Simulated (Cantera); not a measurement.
A closed system holds: 1 mol C2H4, 0.27 mol H2O, 9 mol H2, held at 1200 K and 10.0 Torr.

These are equilibrium values from Cantera (NASA tables, ideal gas, pure condensed phases), not measurements of a reactor. Kinetics and transport are ignored.

```tsv
species	before	after
H2	0.976	0.699
H2O	7.90e-6	0.151
CO	0.0234	0.130
CO2	1.38e-7	0.0205
CH4	0.000201	2.15e-8
C(graphite), mol	1.73	0
```
Gas species are given as mole fractions.

### Question
Which change was made?
(A) temperature from 1200 K to 2948 K
(B) temperature from 1200 K to 975 K
(C) 2 mol O2 added
(D) temperature from 1200 K to 2648.15 K

### Answer
C, 2 mol O2 added
